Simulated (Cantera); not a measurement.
Input (Python, Cantera) and output of one run.

```python
import numpy as np
import cantera as ct

gas_names = """
    H HNO HNO2 HNO3 HO2 H2 H2O H2O2 N NH NH2 NH3 NH2OH NO NO2 NO3 N2 N2H2 N2H4 N2O O OH O2 O3
""".split()
cond_names = """
    H2O(s) H2O(L)
""".split()


# ... load() reads the species with a 1 bar reference pressure and builds the phases ...
atoms = {
    'N2O': {'N': 2, 'O': 1},
    'H2': {'H': 2},
    'O2': {'O': 2},
}
top_T = {}  # K; cautious upper limits of use, not melting points


# ... equilibrate(T, P, feed) seeds the gas with the atoms and calls Mixture.equilibrate('TP', solver="vcs", rtol=1e-11, max_steps=5000) ...
results = []
T = 1798  # K
P = 100  # Pa
for m in [0.049, 0.16, 0.28, 0.39, 0.51, 0.62, 0.74, 0.85, 0.97, 1.1, 1.2, 1.3]:
    feed = {'N2O': 1, 'H2': m, 'O2': 9.2}  # mol
    mix = equilibrate(T, P, feed)
    results.append((T, P, feed, dict(zip(mix.species_names, mix.species_moles))))
    x = sorted(zip(gas.X, gas.species_names), reverse=True)
    print(f"T = {T:g} K  P = {P:g} Pa  n(H2) = {m:g} mol  gas = {mix.phase_moles(0):.4g} mol")
    print("   x: " + "  ".join(f"{s} {v:.3e}" for v, s in x if v > 1e-06))
    print("   condensed (mol): " + ("  ".join(f"{mix.phase(i).name} {mix.phase_moles(i):.4g}"
          for i in range(1, mix.n_phases) if mix.phase_moles(i) > 1e-12) or "none"))
```

Result:

```
T = 1798 K  P = 100 Pa  n(H2) = 0.049 mol  gas = 10.75 mol
   x: O2 8.968e-01  N2 9.160e-02  H2O 3.988e-03  O 3.576e-03  NO 2.908e-03  OH 1.100e-03  H 2.954e-05  H2 7.040e-06
   condensed (mol): none
T = 1798 K  P = 100 Pa  n(H2) = 0.16 mol  gas = 10.81 mol
   x: O2 8.866e-01  N2 9.111e-02  H2O 1.374e-02  O 3.555e-03  NO 2.884e-03  OH 2.036e-03  H 5.499e-05  H2 2.439e-05
   condensed (mol): none
T = 1798 K  P = 100 Pa  n(H2) = 0.28 mol  gas = 10.87 mol
   x: O2 8.759e-01  N2 9.059e-02  H2O 2.433e-02  O 3.534e-03  NO 2.858e-03  OH 2.701e-03  H 7.341e-05  H2 4.347e-05
   condensed (mol): none
T = 1798 K  P = 100 Pa  n(H2) = 0.39 mol  gas = 10.92 mol
   x: O2 8.662e-01  N2 9.012e-02  H2O 3.400e-02  O 3.514e-03  OH 3.184e-03  NO 2.835e-03  H 8.702e-05  H2 6.108e-05
   condensed (mol): none
T = 1798 K  P = 100 Pa  n(H2) = 0.51 mol  gas = 10.99 mol
   x: O2 8.558e-01  N2 8.962e-02  H2O 4.448e-02  OH 3.631e-03  O 3.493e-03  NO 2.810e-03  H 9.982e-05  H2 8.038e-05
   condensed (mol): none
T = 1798 K  P = 100 Pa  n(H2) = 0.62 mol  gas = 11.04 mol
   x: O2 8.464e-01  N2 8.917e-02  H2O 5.400e-02  OH 3.990e-03  O 3.474e-03  NO 2.788e-03  H 1.103e-04  H2 9.814e-05
   condensed (mol): none
T = 1798 K  P = 100 Pa  n(H2) = 0.74 mol  gas = 11.1 mol
   x: O2 8.362e-01  N2 8.868e-02  H2O 6.430e-02  OH 4.340e-03  O 3.453e-03  NO 2.763e-03  H 1.207e-04  H2 1.176e-04
   condensed (mol): none
T = 1798 K  P = 100 Pa  n(H2) = 0.85 mol  gas = 11.16 mol
   x: O2 8.270e-01  N2 8.824e-02  H2O 7.366e-02  OH 4.632e-03  O 3.434e-03  NO 2.741e-03  H2 1.354e-04  H 1.296e-04
   condensed (mol): none
T = 1798 K  P = 100 Pa  n(H2) = 0.97 mol  gas = 11.22 mol
   x: O2 8.171e-01  N2 8.777e-02  H2O 8.377e-02  OH 4.925e-03  O 3.413e-03  NO 2.718e-03  H2 1.549e-04  H 1.386e-04
   condensed (mol): none
T = 1798 K  P = 100 Pa  n(H2) = 1.1 mol  gas = 11.29 mol
   x: O2 8.065e-01  H2O 9.461e-02  N2 8.726e-02  OH 5.217e-03  O 3.391e-03  NO 2.692e-03  H2 1.761e-04  H 1.478e-04
   condensed (mol): none
T = 1798 K  P = 100 Pa  n(H2) = 1.2 mol  gas = 11.34 mol
   x: O2 7.984e-01  H2O 1.029e-01  N2 8.687e-02  OH 5.426e-03  O 3.374e-03  NO 2.673e-03  H2 1.925e-04  H 1.545e-04
   condensed (mol): none
T = 1798 K  P = 100 Pa  n(H2) = 1.3 mol  gas = 11.39 mol
   x: O2 7.905e-01  H2O 1.111e-01  N2 8.649e-02  OH 5.624e-03  O 3.357e-03  NO 2.653e-03  H2 2.088e-04  H 1.609e-04
   condensed (mol): none
```

Method: chemical equilibrium by Gibbs-energy minimisation in Cantera with the NASA 1993 tables (ideal gas, pure condensed phases).
